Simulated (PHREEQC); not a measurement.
Dissolve 2.1 mol NaBr and 0.022 mol Na2B4O7 per kg of water at 25 °C. Closed to the air; pH follows from the charge balance.

Computed with PHREEQC (Pitzer model, pitzer.dat).

No solid was allowed to form.

Q: Estimate the pH.

A: pH 8.98.

Q: In which forms is B present?

A: B(OH)4- 39 %, B(OH)3 36 %, B4O5(OH)4-2 16 %, B3O3(OH)4- 8.5 % of the B.

In brines, pH and single-ion activities rest on the MacInnes convention.
